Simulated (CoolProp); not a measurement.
Vapour-liquid equilibrium of ethanol (1) + n-octane (2) at 508 kPa; x and y are mole fractions of (1).

The numbers come from the multi-fluid Helmholtz-energy mixture model, Schroeder 2014 and Beckmüller 2019; pair parameters Bell 2016 in CoolProp.

**Question.** Give the bubble temperature and the first vapour's composition at x = 0.05, 0.65, 0.95. Is there an azeotrope?

**Answer.** x = 0.05: 443.1 K, y = 0.396; x = 0.65: 402.4 K, y = 0.830; x = 0.95: 399.2 K, y = 0.959. No azeotrope shows between x = 0.05 and 0.95.

Pair parameters are fitted to limited data, so mixtures are less certain than the pure fluids. With so large a gap from Raoult's law the liquid may split in two, which this calculation doesn't test in full.
